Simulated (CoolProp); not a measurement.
Properties of nitrogen along the isotherm -173.85 °C.

Values from CoolProp's reference Helmholtz-energy equation of state, Span 2000.

```
p (kPa)   phase  speed of sound (m/s)  isothermal compressibility (1/MPa)  expansivity (1/kK)  conductivity (mW/(m K))
-------  ------  --------------------  ----------------------------------  ------------------  -----------------------
424         gas                 192.9                               2.618               13.36                     9.79
849      liquid                   [?]                            0.008852               9.001                      102
1270     liquid                 623.1                            0.008519               8.768                      103
1700     liquid                 630.6                            0.008207               8.549                      103
2120     liquid                 637.6                            0.007928               8.350                      104
2550     liquid                 644.5                            0.007663               8.160                      105
2970     liquid                 651.1                            0.007424               7.987                      106
3400     liquid                 657.6                            0.007196               7.821                      107
3820     liquid                 663.8                            0.006989                 [?]                      107
4240     liquid                 669.9                            0.006795               7.525                      108
4670     liquid                 675.9                                 [?]               7.387                      109
5090     liquid                 681.6                            0.006437                 [?]                      110
```

Problem. Fill in the missing entries.

Solution. 
- 849, speed of sound (m/s): 615.6
- 3820, expansivity (1/kK): 7.669
- 4670, isothermal compressibility (1/MPa): 0.006608
- 5090, expansivity (1/kK): 7.258

Thermal conductivity comes from a separate model (Lemmon 2004).
